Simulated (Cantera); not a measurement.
A freely propagating, adiabatic, planar premixed flame of 7.38 % CH₄, 16.6 % O₂, 76.0 % N₂, unburnt at 475 K and 17000 Pa; mixture-averaged transport, grid criteria slope 0.08 and curve 0.16, no radiation.

Model: GRI-Mech 3.0 (53 species, 325 reactions), integrated in Cantera. Burning velocities carry a grid error of a few per cent, more on coarse grids.

x: mole fraction of selected species; z is measured from the peak of heat release.

```json
[
 {"z (mm)": "-6.40", "T (K)": "475", "u (m/s)": "0.854", "x CH₄": "0.0738", "x O₂": "0.166", "x C₂H": "<1e-8", "x HO₂": "(withheld)", "x H": "<1e-8", "x NO₂": "<1e-8"},
 {"z (mm)": "-4.27", "T (K)": "476", "u (m/s)": "0.856", "x CH₄": "0.0736", "x O₂": "0.166", "x C₂H": "<1e-8", "x HO₂": "(withheld)", "x H": "<1e-8", "x NO₂": "<1e-8"},
 {"z (mm)": "-3.20", "T (K)": "479", "u (m/s)": "0.863", "x CH₄": "0.0733", "x O₂": "0.165", "x C₂H": "<1e-8", "x HO₂": "(withheld)", "x H": "2.46e-8", "x NO₂": "<1e-8"},
 {"z (mm)": "-2.13", "T (K)": "514", "u (m/s)": "0.931", "x CH₄": "0.0711", "x O₂": "0.163", "x C₂H": "<1e-8", "x HO₂": "(withheld)", "x H": "3.83e-6", "x NO₂": "<1e-8"},
 {"z (mm)": "-1.07", "T (K)": "819", "u (m/s)": "1.50", "x CH₄": "0.0535", "x O₂": "0.141", "x C₂H": "<1e-8", "x HO₂": "(withheld)", "x H": "0.000280", "x NO₂": "<1e-8"},
 {"z (mm)": "-0.534", "T (K)": "1174", "u (m/s)": "2.17", "x CH₄": "0.0305", "x O₂": "0.108", "x C₂H": "<1e-8", "x HO₂": "8.38e-5", "x H": "0.00118", "x NO₂": "<1e-8"},
 {"z (mm)": "0", "T (K)": "1515", "u (m/s)": "2.82", "x CH₄": "0.00780", "x O₂": "0.0681", "x C₂H": "2.18e-8", "x HO₂": "8.16e-5", "x H": "0.00381", "x NO₂": "<1e-8"},
 {"z (mm)": "0.534", "T (K)": "1647", "u (m/s)": "3.07", "x CH₄": "0.000677", "x O₂": "0.0448", "x C₂H": "1.32e-8", "x HO₂": "(withheld)", "x H": "0.00712", "x NO₂": "<1e-8"},
 {"z (mm)": "1.07", "T (K)": "1678", "u (m/s)": "3.12", "x CH₄": "3.28e-5", "x O₂": "0.0366", "x C₂H": "<1e-8", "x HO₂": "(withheld)", "x H": "0.00897", "x NO₂": "<1e-8"},
 {"z (mm)": "2.13", "T (K)": "1707", "u (m/s)": "3.16", "x CH₄": "6.74e-8", "x O₂": "0.0320", "x C₂H": "<1e-8", "x HO₂": "(withheld)", "x H": "0.00980", "x NO₂": "<1e-8"},
 {"z (mm)": "4.27", "T (K)": "1746", "u (m/s)": "3.22", "x CH₄": "<1e-8", "x O₂": "0.0297", "x C₂H": "<1e-8", "x HO₂": "(withheld)", "x H": "0.00898", "x NO₂": "<1e-8"},
 {"z (mm)": "8.54", "T (K)": "1796", "u (m/s)": "3.30", "x CH₄": "<1e-8", "x O₂": "0.0281", "x C₂H": "<1e-8", "x HO₂": "(withheld)", "x H": "0.00693", "x NO₂": "<1e-8"},
 {"z (mm)": "17.1", "T (K)": "1858", "u (m/s)": "3.40", "x CH₄": "<1e-8", "x O₂": "0.0262", "x C₂H": "<1e-8", "x HO₂": "(withheld)", "x H": "0.00454", "x NO₂": "<1e-8"}
]
```

Some entries are withheld; supply them.


- -6.40, x HO₂: 3.66e-8
- -4.27, x HO₂: 6.64e-7
- -3.20, x HO₂: 4.43e-6
- -2.13, x HO₂: 3.33e-5
- -1.07, x HO₂: 4.39e-5
- 0.534, x HO₂: 1.16e-5
- 1.07, x HO₂: 2.84e-6
- 2.13, x HO₂: 2.11e-6
- 4.27, x HO₂: 1.83e-6
- 8.54, x HO₂: 1.55e-6
- 17.1, x HO₂: 1.21e-6
